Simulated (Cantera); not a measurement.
An isothermal, constant-pressure homogeneous reactor starts with 34.4 % CH4, 48.1 % CO2, 17.5 % H2, at 1825 K and 30000 Pa.

Computed with Cantera and GRI-Mech 3.0 (53 species, 325 reactions).

One state of this run: x CH4 = 0.299; x CO2 = 0.461; x H2 = 0.202; x CO = 0.00926; x O = 1.82e-9; x HO2 = 1.37e-12. x: mole fraction; the columns are a selection and need not sum to one.

Q: Which value of t (s) does it belong to?
(A) 0.00755
(B) 0.0278
(C) 0.000555
(D) 5.15

A: C, 0.000555
